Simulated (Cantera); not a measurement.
Cantera run:

```python
import numpy as np
import cantera as ct

gas_names = """
    F F2 H HF H2 H2F2 H3F3 H4F4 H5F5 H6F6 H7F7 N NF NF2 NF3 NH NH2 NH3 N2 N2H2 N2H4 Si SiF SiF2 SiF3
    SiF4 SiH SiHF3 SiH2 SiH2F2 SiH3 SiH3F SiH4 SiN Si2 Si2N Si3
""".split()
cond_names = """
    Si(cr) Si(L) Si3N4(a)
""".split()


# ... load() reads the species with a 1 bar reference pressure and builds the phases ...
atoms = {
    'SiF4': {'Si': 1, 'F': 4},
    'NH3': {'N': 1, 'H': 3},
    'N2': {'N': 2},
}
top_T = {'Si3N4(a)': 2400}  # K; cautious upper limits of use, not melting points


# ... equilibrate(T, P, feed) seeds the gas with the atoms and calls Mixture.equilibrate('TP', solver="vcs", rtol=1e-11, max_steps=5000) ...
results = []
T = 1450  # K
P = 133.322  # Pa
for m in [2.6, 4, 6.3, 9.9, 16, 24, 38]:
    feed = {'SiF4': 1, 'NH3': 1.3, 'N2': m}  # mol
    mix = equilibrate(T, P, feed)
    results.append((T, P, feed, dict(zip(mix.species_names, mix.species_moles))))
    x = sorted(zip(gas.X, gas.species_names), reverse=True)
    print(f"T = {T:g} K  P = {P:g} Pa  n(N2) = {m:g} mol  gas = {mix.phase_moles(0):.4g} mol")
    print("   x: " + "  ".join(f"{s} {v:.3e}" for v, s in x if v > 1e-06))
    print("   condensed (mol): " + ("  ".join(f"{mix.phase(i).name} {mix.phase_moles(i):.4g}"
          for i in range(1, mix.n_phases) if mix.phase_moles(i) > 1e-12) or "none"))
```

It prints:

```
T = 1450 K  P = 133.322 Pa  n(N2) = 2.6 mol  gas = 6.262 mol
   x: N2 5.190e-01  H2 3.009e-01  SiF4 1.408e-01  HF 2.022e-02  SiF3 1.696e-02  SiF2 1.273e-03  SiHF3 7.091e-04  H 1.421e-04  SiH2F2 1.645e-06
   condensed (mol): none
T = 1450 K  P = 133.322 Pa  n(N2) = 4 mol  gas = 7.665 mol
   x: N2 6.067e-01  H2 2.454e-01  SiF4 1.143e-01  HF 1.734e-02  SiF3 1.450e-02  SiF2 1.146e-03  SiHF3 5.474e-04  H 1.283e-04  SiH2F2 1.207e-06
   condensed (mol): none
T = 1450 K  P = 133.322 Pa  n(N2) = 6.3 mol  gas = 9.969 mol
   x: N2 6.971e-01  H2 1.882e-01  SiF4 8.710e-02  HF 1.420e-02  SiF3 1.181e-02  SiF2 9.984e-04  SiHF3 3.907e-04  H 1.124e-04
   condensed (mol): none
T = 1450 K  P = 133.322 Pa  n(N2) = 9.9 mol  gas = 13.58 mol
   x: N2 7.772e-01  H2 1.378e-01  SiF4 6.327e-02  HF 1.124e-02  SiF3 9.280e-03  SiF2 8.480e-04  SiHF3 2.626e-04  H 9.617e-05
   condensed (mol): none
T = 1450 K  P = 133.322 Pa  n(N2) = 16 mol  gas = 19.68 mol
   x: N2 8.459e-01  H2 9.471e-02  SiF4 4.302e-02  HF 8.484e-03  SiF3 6.929e-03  SiF2 6.954e-04  SiHF3 1.625e-04  H 7.971e-05
   condensed (mol): none
T = 1450 K  P = 133.322 Pa  n(N2) = 24 mol  gas = 27.69 mol
   x: N2 8.902e-01  H2 6.706e-02  SiF4 3.014e-02  HF 6.552e-03  SiF3 5.290e-03  SiF2 5.784e-04  SiHF3 1.044e-04  H 6.707e-05
   condensed (mol): none
T = 1450 K  P = 133.322 Pa  n(N2) = 38 mol  gas = 41.7 mol
   x: N2 9.269e-01  H2 4.430e-02  SiF4 1.964e-02  HF 4.806e-03  SiF3 3.819e-03  SiF2 4.627e-04  SiHF3 6.127e-05  H 5.452e-05
   condensed (mol): none
```

Method: chemical equilibrium by Gibbs-energy minimisation in Cantera with the NASA 1993 tables (ideal gas, pure condensed phases). The tables' values for SiF3, SiF2 are old estimates; treat these amounts as uncertain.
